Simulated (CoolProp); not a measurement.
Computed with CoolProp (reference Helmholtz-energy equation of state, Thol 2016).

Question: Give the vapour pressure (MPa), liquid density (kg/m³), enthalpy of vaporisation (kJ/kg), liquid cp (kJ/(kg K)) of saturated hexamethyldisiloxane (MM) at -15.55, -13.25 °C.

Answer: 
| T (°C) | p (MPa) | liquid density (kg/m³) | enthalpy of vaporisation (kJ/kg) | liquid cp (kJ/(kg K)) |
|---|---|---|---|---|
| -15.55 | 0.000472 | 802 | 247 | 1.80 |
| -13.25 | 0.000558 | 799 | 246 | 1.81 |
